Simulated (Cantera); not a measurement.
A closed system holds: 1 mol CH₂F₂, a varied amount of F₂, 0.013 mol HCl, equilibrated at 1923 K and 133 Pa.

Cantera equilibrium calculation (NASA polynomials, part measured and part estimated; ideal gas, pure solids and liquids). Candidate condensed phases: C, C₆H₆, C₇H₈, C₈H₁₈; 118 gas species. Gases not in the tables: C₂F₆ and larger saturated fluorocarbons. Kinetics and transport are ignored.

Question: At 0.037 mol F₂, list the 5 most abundant gas species with their mole fractions, and the condensed phases.

Answer: HF 0.973, F 0.0140, Cl 0.00612, CF₂ 0.00539, CF₄ 0.00118. Condensed: C(graphite).
